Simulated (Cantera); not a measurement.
Feed: 1 mol C₂H₄, 0.77 mol O₂, 15 mol H₂, held at 2325 K and 1 atm.

Cantera equilibrium calculation (NASA polynomials, part measured and part estimated; ideal gas, pure solids and liquids). Candidate condensed phases: C, C₆H₆, C₇H₈, C₈H₁₈, H₂O; 110 gas species. Equilibrium is a limit: real reactors are often held back by kinetics, nucleation or transport.

Base state: H₂ 0.902, CO 0.0826, H 0.0104, C₂H₂ (acetylene) 0.00441, CH₄ 0.000168, CH₃ 3.62e-5 (mole fractions); condensed: C(graphite).

Q: What changes in the equilibrium state with this change: C₂H₄ replaced by CH₄?

A: 
```json
[
 {"species": "H₂", "before": "0.902", "after": "0.905"},
 {"species": "CO", "before": "0.0826", "after": "0.0550"},
 {"species": "H₂O", "before": "2.94e-6", "after": "0.0295"},
 {"species": "C₂H₂ (acetylene)", "before": "0.00441", "after": "<1e-9"},
 {"species": "H", "before": "0.0104", "after": "0.0104"},
 {"species": "CH₃", "before": "3.62e-5", "after": "2.41e-9"},
 {"species": "CH₄", "before": "0.000168", "after": "1.12e-8"},
 {"species": "OH", "before": "5.63e-9", "after": "5.65e-5"},
 {"species": "CO₂", "before": "4.73e-8", "after": "0.000315"},
 {"species": "C(graphite), mol", "before": "0.291", "after": "0"}
]
```

Q: What changes in the equilibrium state with this change: pressure from 1 atm to 0.000810 bar?

A: 
```json
[
 {"species": "H₂", "before": "0.902", "after": "0.622"},
 {"species": "H", "before": "0.0104", "after": "0.305"},
 {"species": "CO", "before": "0.0826", "after": "0.0704"},
 {"species": "CH₄", "before": "0.000168", "after": "6.39e-8"},
 {"species": "C", "before": "1.23e-8", "after": "1.54e-5"},
 {"species": "C₃", "before": "2.61e-8", "after": "3.26e-5"},
 {"species": "C(graphite), mol", "before": "0.291", "after": "0.321"}
]
```
